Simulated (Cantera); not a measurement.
# Low-pressure radical oxidation in H2/O2

An isothermal, constant-pressure homogeneous reactor starts with 8.84 % H2, 46.5 % O2, 44.7 % N2, equivalence ratio 0.095, at 1123 K and 2670 Pa.

Model: the H2/O2 subset of GRI-Mech 3.0, which has no nitrogen chemistry, integrated in Cantera. Radical loss at walls, strong at low pressure, is not modelled. The temperature is held fixed by assumption; the heat of reaction is taken as removed at once.

```tsv
t (s)	x H2	x O2	x O	x H	x H2O	x H2O2
0.000600	0.0884	0.465	3.26e-7	4.45e-7	7.68e-7	2.39e-11
0.00179	0.0338	0.435	0.0152	0.0233	0.0404	4.97e-7
0.00534	0.00249	0.424	0.0202	0.0145	0.0791	2.51e-7
0.0159	0.000696	0.436	0.00532	0.00190	0.0896	2.94e-7
0.0475	7.94e-5	0.440	0.000602	7.00e-5	0.0920	1.97e-7
0.142	8.41e-6	0.440	6.63e-5	2.56e-6	0.0924	7.71e-8
0.423	1.27e-6	0.440	1.06e-5	1.64e-7	0.0924	2.57e-8
1.26	2.64e-7	0.440	2.30e-6	1.66e-8	0.0924	8.46e-9
3.77	6.73e-8	0.440	6.03e-7	2.22e-9	0.0924	2.81e-9
11.2	1.94e-8	0.440	1.77e-7	3.53e-10	0.0925	9.44e-10
33.5	6.21e-9	0.440	5.70e-8	6.46e-11	0.0925	3.31e-10
100	2.57e-9	0.440	2.35e-8	1.73e-11	0.0925	1.46e-10
```
x: mole fraction; the columns are a selection and need not sum to one.

Equilibrium at this temperature and pressure: H2 1.97e-9, O2 0.440, O 1.80e-8, H 1.17e-11, H2O 0.0925, H2O2 1.15e-10 (gas phase only).
